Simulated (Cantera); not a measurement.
SiH2Cl2 + C2H4 + H2 (silicon carbide growth)

Feed: 1 mol SiH2Cl2, 0.036 mol C2H4, 1.2 mol H2, equilibrated at 0.133 bar.

Equilibrium computed with Cantera from the NASA thermochemical tables; the gas is ideal and each condensed phase is pure. Candidate condensed phases: C, C6H6, C7H8, C8H18, Si, SiC; 109 gas species. Mutual solubility and eutectic melting of coexisting phases are not modelled. The tables' values for SiCl3, SiCl are old estimates; treat these amounts as uncertain. Gases not in the tables: Si2H6 and higher silanes. Rates play no part.

At 1402 °C the condensed part is Si(s) + SiC(s). From 1477 °C to 1927 °C the condensed part is Si(l) + SiC(s). The main Si-bearing gas is SiCl2 throughout. The share of Si in condensed phases is highest at 1927 °C (37.1 %) and lowest at 1402 °C (32.4 %).

```json
[
 {"T (°C)": "1402", "x H2": "0.611", "x HCl": "0.180", "x SiCl2": "0.190", "x SiCl3": "0.0146", "x H": "0.000249", "x SiCl": "5.24e-5", "x Cl": "5.70e-5", "x Si": "3.26e-6", "n Si(s)": "0.252", "n SiC(s)": "0.0720", "n Si(l)": "0"},
 {"T (°C)": "1477", "x H2": "0.605", "x HCl": "0.188", "x SiCl2": "0.194", "x SiCl3": "0.0108", "x H": "0.000495", "x SiCl": "0.000117", "x Cl": "0.000119", "x Si": "1.13e-5", "n Si(s)": "0", "n SiC(s)": "0.0720", "n Si(l)": "0.256"},
 {"T (°C)": "1552", "x H2": "0.598", "x HCl": "0.197", "x SiCl2": "0.194", "x SiCl3": "0.00818", "x H": "0.000933", "x SiCl": "0.000237", "x Cl": "0.000234", "x Si": "3.41e-5", "n Si(s)": "0", "n SiC(s)": "0.0720", "n Si(l)": "0.265"},
 {"T (°C)": "1627", "x H2": "0.592", "x HCl": "0.205", "x SiCl2": "0.193", "x SiCl3": "0.00626", "x H": "0.00167", "x SiCl": "0.000455", "x Cl": "0.000438", "x Si": "9.46e-5", "n Si(s)": "0", "n SiC(s)": "0.0720", "n Si(l)": "0.274"},
 {"T (°C)": "1702", "x H2": "0.586", "x HCl": "0.213", "x SiCl2": "0.191", "x SiCl3": "0.00486", "x H": "0.00287", "x SiCl": "0.000826", "x Cl": "0.000778", "x Si": "0.000242", "n Si(s)": "0", "n SiC(s)": "0.0720", "n Si(l)": "0.284"},
 {"T (°C)": "1777", "x H2": "0.580", "x HCl": "0.220", "x SiCl2": "0.188", "x SiCl3": "0.00382", "x H": "0.00473", "x SiCl": "0.00143", "x Cl": "0.00133", "x Si": "0.000580", "n Si(s)": "0", "n SiC(s)": "0.0719", "n Si(l)": "0.292"},
 {"T (°C)": "1852", "x H2": "0.574", "x HCl": "0.225", "x SiCl2": "0.184", "x SiCl3": "0.00304", "x H": "0.00753", "x SiCl": "0.00238", "x Cl": "0.00217", "x Si": "0.00130", "n Si(s)": "0", "n SiC(s)": "0.0718", "n Si(l)": "0.298"},
 {"T (°C)": "1927", "x H2": "0.566", "x HCl": "0.230", "x SiCl2": "0.180", "x SiCl3": "0.00244", "x H": "0.0116", "x SiCl": "0.00381", "x Cl": "0.00343", "x Si": "0.00277", "n Si(s)": "0", "n SiC(s)": "0.0713", "n Si(l)": "0.300"}
]
```
x: gas mole fraction; n: condensed amount in mol.
